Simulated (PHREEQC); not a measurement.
HF is added in steps, without added water, to 1 kg of water holding 0.0015 mol/kgw H3PO4, 0.011 mol/kgw NH3 and 0.23 mol/kgw NaCl, at 25 °C. Oxygen is held at 0.21 atm. CO2 from the air is kept out. The run lets Halite precipitate or redissolve, and no other solid.

Base run: PHREEQC, ion-association model, phreeqc.dat. Each further column changes one thing. The table gives pH.

```json
[
 {"HF added (mol)": "0", "base": "9.85", "0.014 mol/kgw NH4HSO4 added": "2.58", "H3PO4 replaced by K3PO4 at the same molality": "11.01", "temperature from 25 to 55 °C": "9.02", "no solid may form": "9.85"},
 {"HF added (mol)": "0.001833", "base": "9.54", "0.014 mol/kgw NH4HSO4 added": "2.54", "H3PO4 replaced by K3PO4 at the same molality": "10.50", "temperature from 25 to 55 °C": "8.72", "no solid may form": "9.54"},
 {"HF added (mol)": "0.003667", "base": "9.25", "0.014 mol/kgw NH4HSO4 added": "2.50", "H3PO4 replaced by K3PO4 at the same molality": "10.01", "temperature from 25 to 55 °C": "8.43", "no solid may form": "9.25"},
 {"HF added (mol)": "0.0055", "base": "8.91", "0.014 mol/kgw NH4HSO4 added": "?", "H3PO4 replaced by K3PO4 at the same molality": "9.67", "temperature from 25 to 55 °C": "8.10", "no solid may form": "8.91"},
 {"HF added (mol)": "0.006417", "base": "8.67", "0.014 mol/kgw NH4HSO4 added": "2.45", "H3PO4 replaced by K3PO4 at the same molality": "?", "temperature from 25 to 55 °C": "7.87", "no solid may form": "8.67"},
 {"HF added (mol)": "0.00825", "base": "7.29", "0.014 mol/kgw NH4HSO4 added": "?", "H3PO4 replaced by K3PO4 at the same molality": "9.24", "temperature from 25 to 55 °C": "?", "no solid may form": "7.29"},
 {"HF added (mol)": "0.01008", "base": "4.25", "0.014 mol/kgw NH4HSO4 added": "2.40", "H3PO4 replaced by K3PO4 at the same molality": "?", "temperature from 25 to 55 °C": "4.47", "no solid may form": "4.25"},
 {"HF added (mol)": "0.01192", "base": "3.65", "0.014 mol/kgw NH4HSO4 added": "2.38", "H3PO4 replaced by K3PO4 at the same molality": "8.23", "temperature from 25 to 55 °C": "3.86", "no solid may form": "3.65"},
 {"HF added (mol)": "0.01375", "base": "3.41", "0.014 mol/kgw NH4HSO4 added": "2.36", "H3PO4 replaced by K3PO4 at the same molality": "6.05", "temperature from 25 to 55 °C": "3.62", "no solid may form": "3.41"},
 {"HF added (mol)": "0.01558", "base": "3.26", "0.014 mol/kgw NH4HSO4 added": "2.35", "H3PO4 replaced by K3PO4 at the same molality": "3.98", "temperature from 25 to 55 °C": "3.47", "no solid may form": "3.26"},
 {"HF added (mol)": "0.0165", "base": "3.20", "0.014 mol/kgw NH4HSO4 added": "2.34", "H3PO4 replaced by K3PO4 at the same molality": "3.78", "temperature from 25 to 55 °C": "3.41", "no solid may form": "3.20"},
 {"HF added (mol)": "0.01833", "base": "3.11", "0.014 mol/kgw NH4HSO4 added": "?", "H3PO4 replaced by K3PO4 at the same molality": "3.54", "temperature from 25 to 55 °C": "3.31", "no solid may form": "3.11"},
 {"HF added (mol)": "0.02017", "base": "3.03", "0.014 mol/kgw NH4HSO4 added": "?", "H3PO4 replaced by K3PO4 at the same molality": "3.39", "temperature from 25 to 55 °C": "3.23", "no solid may form": "3.03"},
 {"HF added (mol)": "0.022", "base": "2.97", "0.014 mol/kgw NH4HSO4 added": "2.29", "H3PO4 replaced by K3PO4 at the same molality": "3.28", "temperature from 25 to 55 °C": "3.16", "no solid may form": "2.97"}
]
```

Problem. What belongs in the gaps?

Solution. 
- 0.0055, 0.014 mol/kgw NH4HSO4 added: 2.47
- 0.006417, H3PO4 replaced by K3PO4 at the same molality: 9.53
- 0.00825, 0.014 mol/kgw NH4HSO4 added: 2.43
- 0.00825, temperature from 25 to 55 °C: 6.97
- 0.01008, H3PO4 replaced by K3PO4 at the same molality: 8.90
- 0.01833, 0.014 mol/kgw NH4HSO4 added: 2.32
- 0.02017, 0.014 mol/kgw NH4HSO4 added: 2.31

 At this temperature some constants are extrapolated from 25 °C, and those without enthalpy data are left unchanged. Solids allowed in the column 'H3PO4 replaced by K3PO4 at the same molality': Halite, Sylvite.
